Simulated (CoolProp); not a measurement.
Nitrous oxide at several states: Z from the reference equation and from simpler models built on Tc = 309.5 K, pc = 7.245 MPa, ω = 0.161; each cubic takes its own stable root.

Computed with CoolProp (reference Helmholtz-energy equation of state, Lemmon 2006). It is a short technical equation, of lower accuracy than the large ones.

| T (K) | p (MPa) | phase | reference | van der Waals | Soave-Redlich-Kwong | Peng-Robinson |
|---|---|---|---|---|---|---|
| 208.6 | 0.677 | liquid | 0.01483 | 0.9253 | 0.01597 | 0.01412 |
| 478.1 | 1.44 | gas | 0.9852 | 0.9808 | 0.9873 | 0.9828 |
| 371 | 0.516 | gas | 0.9863 | 0.9864 | 0.9867 | 0.9845 |
| 198.7 | 9.32 | liquid | 0.2064 | 0.3246 | 0.2212 | 0.1961 |
| 328.5 | 0.0365 | gas | 0.9986 | 0.9987 | 0.9986 | 0.9984 |

At some of these states van der Waals gives the other phase, because its saturation line lies elsewhere.
